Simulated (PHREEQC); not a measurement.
0.37 g of hydrous ferric oxide (600 m²/g; 0.2 weak and 0.005 strong sites per Fe, Dzombak-Morel constants, diffuse double layer) in 1 kg of water with 0.05 mol/kgw of an inert sodium salt and 9.1e-06 mol CaCl2 and 3.5e-05 mol MnCl2, at 25 °C; the pH is set by adding NaOH or the inert anion's acid. No oxygen is let in. The system is closed to CO2. No solid was allowed to form.

The series has 13 steps of pH, from 4 to 12.

Equilibrium calculation in PHREEQC: ion-association model, wateq4f.dat.

Task: Near which pH is half of the Ca sorbed, and on which side is more sorbed?

Result: Near pH 8.8, with more sorbed at higher pH.

Task: Near which pH is half of the Mn sorbed, and on which side is more sorbed?

Result: Near pH 7.0, with more sorbed at higher pH.

Species that the database lacks are ignored.
